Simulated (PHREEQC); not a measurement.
Solution (25 °C): 0.0029 mol/kgw CdSO4, 0.00075 mol/kgw NaOH and 6.2e-05 mol/kgw H2SO4. Closed to the air; pH follows from the charge balance.

All values are PHREEQC results (ion-association model, wateq4f.dat), not measurements.

```yaml
pH: 9.58
ionic_strength: 0.00901 mol/kgw
total_alkalinity: 0.626 meq/kg
```

```tsv
species	molality	activity	log γ
SO4-2	0.00236	0.00161	-0.168
Cd+2	0.00181	0.00122	-0.171
Na+	0.000744	0.000675	-0.042
CdSO4	0.000564	0.000565	0.001
CdOH+	0.000423	0.000383	-0.043
Cd(OH)2	7.77e-5	7.78e-5	0.001
OH-	4.18e-5	3.78e-5	-0.044
Cd(SO4)2-2	1.47e-5	9.94e-6	-0.171
NaSO4-	5.97e-6	5.43e-6	-0.041
Cd2OH+3	5.57e-6	2.29e-6	-0.385
Cd(OH)3-	3.64e-8	3.30e-8	-0.043
```

No solid was allowed to form. Examples of supersaturated solids here: Cd(OH)2. Others may be too.
